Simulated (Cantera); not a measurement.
Cantera run:

```python
import numpy as np
import cantera as ct

gas_names = [...]  # 116 gases of nasa_gas.yaml made of C, H, Mg, O
cond_names = """
    C(gr) C6H6(L) C7H8(L) C8H18(L),n-octa H2O(s) H2O(L) Mg(cr) Mg(L) MgCO3(s) MgO(s) MgO(L) MgO2H2(s)
""".split()


# ... load() reads the species with a 1 bar reference pressure and builds the phases ...
atoms = {
    'MgCO3': {'Mg': 1, 'C': 1, 'O': 3},
    'H2': {'H': 2},
}
top_T = {'C(gr)': 4500}  # K; cautious upper limits of use, not melting points


# ... equilibrate(T, P, feed) seeds the gas with the atoms and calls Mixture.equilibrate('TP', solver="vcs", rtol=1e-11, max_steps=5000) ...
results = []
feed = {'MgCO3': 1, 'H2': 6.4}  # mol
P = 490000  # Pa
for T in [648, 748, 848, 948, 1048, 1148, 1248, 1348, 1448, 1548, 1648, 1748, 1848, 1948]:
    mix = equilibrate(T, P, feed)
    results.append((T, P, feed, dict(zip(mix.species_names, mix.species_moles))))

top = {s: max(r[3][s] / sum(r[3][g] for g in gas_names) for r in results) for s in gas_names}
cols = sorted((s for s in top if top[s] > 0.0001), key=lambda s: -top[s])[:9]
seen = [c for c in cond_names if any(r[3].get(c, 0) > 1e-12 for r in results)]
print("log10 of partial pressures in bar; condensed amounts in mol")
print(f"{'T/K':>10s}" + "".join(f"{s[:9]:>10s}" for s in cols + seen))
for T, P, feed, n in results:
    ng = sum(n[g] for g in gas_names)
    print(f"{T:10.4g}" + "".join(f"{np.log10(max(n[s] / ng * P / 1e5, 1e-99)):10.3f}" for s in cols)
          + "".join(f"{n.get(c, 0):10.4g}" for c in seen))
```

It prints:

```
log10 of partial pressures in bar; condensed amounts in mol
       T/K        H2       H2O       CH4        CO       CO2         H    MgO(s)
       648     0.338     0.259    -0.042    -5.674    -4.551   -14.747         1
       748     0.340     0.257    -0.044    -3.311    -2.600   -12.371         1
       848     0.374     0.218    -0.089    -1.669    -1.335   -10.533         1
       948     0.460     0.082    -0.280    -0.799    -0.920    -9.050         1
      1048     0.528    -0.091    -0.686    -0.400    -0.945    -7.848         1
      1148     0.555    -0.196    -1.344    -0.262    -1.085    -6.867         1
      1248     0.560    -0.216    -2.099    -0.227    -1.195    -6.051         1
      1348     0.559    -0.213    -2.792    -0.216    -1.280    -5.356         1
      1448     0.559    -0.209    -3.398    -0.209    -1.352    -4.756         1
      1548     0.558    -0.205    -3.925    -0.205    -1.414    -4.233         1
      1648     0.557    -0.202    -4.387    -0.202    -1.467    -3.772         1
      1748     0.557    -0.200    -4.795    -0.200    -1.514    -3.363         1
      1848     0.557    -0.198    -5.157    -0.198    -1.555    -2.997         1
      1948     0.556    -0.196    -5.480    -0.196    -1.591    -2.669    0.9999
```

Cantera equilibrium calculation (NASA polynomials, part measured and part estimated; ideal gas, pure solids and liquids).
